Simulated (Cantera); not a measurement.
Charge: 1 mol Pb, 0.47 mol NH3, 98 mol CO, 0.85 mol O2, equilibrated at 150 Pa.

These are equilibrium values from Cantera (NASA tables, ideal gas, pure condensed phases), not measurements of a reactor. Candidate condensed phases: C, C6H6, C7H8, C8H18, H2O, Pb, PbO, PbO2, Pb3O4; 139 gas species. The numbers say what is thermodynamically allowed, not how fast it happens. All values below are at 1673 K.

Base state: CO 0.964, CO2 0.0166, Pb 0.0100, H2 0.00656, N2 0.00235, H2O 0.000374, H 0.000238 (mole fractions); condensed: gas only.

Problem. What changes in the equilibrium state with this change: CO from 98 to 5.7 mol?

Solution. 
```tsv
species	before	after
CO	0.964	0.570
CO2	0.0166	0.176
Pb	0.0100	0.131
H2O	0.000374	0.0464
N2	0.00235	0.0307
H2	0.00656	0.0455
PbO	6.09e-7	0.000142
OH	6.54e-7	3.08e-5
H	0.000238	0.000627
```
